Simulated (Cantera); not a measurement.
A Cantera script and what it prints.

```python
import numpy as np
import cantera as ct

gas_names = [...]  # 114 gases of nasa_gas.yaml made of C, Fe, H, O
cond_names = """
    C(gr) C6H6(L) C7H8(L) C8H18(L),n-octa Fe(a) Fe(c) Fe(d) Fe(L) FeC5O5(L) FeO(s) FeO(L) Fe(OH)2(s)
    Fe(OH)3(s) Fe2O3(s) Fe3O4(s) H2O(s) H2O(L)
""".split()


# ... load() reads the species with a 1 bar reference pressure and builds the phases ...
atoms = {
    'Fe3O4': {'Fe': 3, 'O': 4},
    'CH4': {'C': 1, 'H': 4},
    'H2': {'H': 2},
}
top_T = {'C(gr)': 4500, 'Fe2O3(s)': 1830, 'Fe3O4(s)': 1870}  # K; cautious upper limits of use, not melting points


# ... equilibrate(T, P, feed) seeds the gas with the atoms and calls Mixture.equilibrate('TP', solver="vcs", rtol=1e-11, max_steps=5000) ...
results = []
feed = {'Fe3O4': 1, 'CH4': 0.93, 'H2': 0.93}  # mol
P = 13332.2  # Pa
for T in [1223, 1373, 1523, 1673, 1823, 1973, 2123, 2273]:
    mix = equilibrate(T, P, feed)
    results.append((T, P, feed, dict(zip(mix.species_names, mix.species_moles))))

top = {s: max(r[3][s] / sum(r[3][g] for g in gas_names) for r in results) for s in gas_names}
cols = sorted((s for s in top if top[s] > 1e-05), key=lambda s: -top[s])[:8]
seen = [c for c in cond_names if any(r[3].get(c, 0) > 1e-12 for r in results)]
print("log10 of partial pressures in bar; condensed amounts in mol")
print(f"{'T/K':>10s}" + "".join(f"{s[:9]:>10s}" for s in cols + seen))
for T, P, feed, n in results:
    ng = sum(n[g] for g in gas_names)
    print(f"{T:10.4g}" + "".join(f"{np.log10(max(n[s] / ng * P / 1e5, 1e-99)):10.3f}" for s in cols)
          + "".join(f"{n.get(c, 0):10.4g}" for c in seen))
```

It prints:

```
log10 of partial pressures in bar; condensed amounts in mol
       T/K        H2       H2O        CO       CO2        Fe         H        OH       FeO     Fe(c)     Fe(d)     Fe(L)    FeO(s)    FeO(L)
      1223    -1.110    -1.649    -1.556    -2.259    -9.976    -7.077    -9.662   -13.548    0.7091         0         0     2.291         0
      1373    -1.134    -1.575    -1.548    -2.302    -8.108    -6.045    -8.234   -11.207    0.8118         0         0     2.188         0
      1523    -1.155    -1.523    -1.541    -2.339    -6.615    -5.214    -7.093    -9.341    0.8941         0         0     2.106         0
      1673    -1.168    -1.494    -1.535    -2.380    -5.397    -4.528    -6.171    -7.832         0    0.9416         0         0     2.058
      1823    -1.164    -1.505    -1.525    -2.459    -4.390    -3.945    -5.444    -6.635         0         0    0.8986         0       2.1
      1973    -1.169    -1.499    -1.522    -2.504    -3.572    -3.454    -4.807    -5.631         0         0    0.8982         0     2.094
      2123    -1.178    -1.499    -1.523    -2.545    -2.875    -3.034    -4.263    -4.776         0         0    0.8712         0      2.09
      2273    -1.199    -1.514    -1.535    -2.593    -2.276    -2.675    -3.799    -4.042         0         0    0.7538         0     2.087
```

These are equilibrium values from Cantera (NASA tables, ideal gas, pure condensed phases), not measurements of a reactor. Each liquid is taken as pure. Mutual solubility and eutectic melting of coexisting phases are not modelled. The tables' stoichiometric FeO is somewhat more stable than real wüstite, so its field is too wide. FeO: taken at fixed stoichiometry.
